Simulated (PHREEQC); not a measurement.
Consider water at 92 °C with 0.0023 mol CdCl2, 0.022 mol KCl and 0.0018 mol HCl per kg of water. Closed to the air; pH follows from the charge balance.

Model: ion-association model, phreeqc.dat, run in PHREEQC.

Each row changes one thing in this solution. No solid was allowed to form.

```
case                                            pH  ionic strength (mol/kgw)  Cl- (mol/kgw)  SI of Sylvite (KCl)
--------------------------------------------  ----  ------------------------  -------------  -------------------
as made                                       2.81                    0.0277         0.0268                -4.56
KCl from 0.022 to 0.11 mol/kgw                2.84                     0.114          0.114                -3.35
KCl from 0.022 to 0.011 mol/kgw               2.80                    0.0173         0.0161                -5.06
CdCl2 replaced by FeCl2 at the same molality  2.81                    0.0306         0.0284                -4.55
HCl from 0.0018 to 0.00162 mol/kgw            2.85                    0.0276         0.0267                -4.57
```

Complexes and solids missing from the database can't appear. Away from 25 °C the constants follow the database's enthalpies or fits; those with neither stay at their 25 °C values.
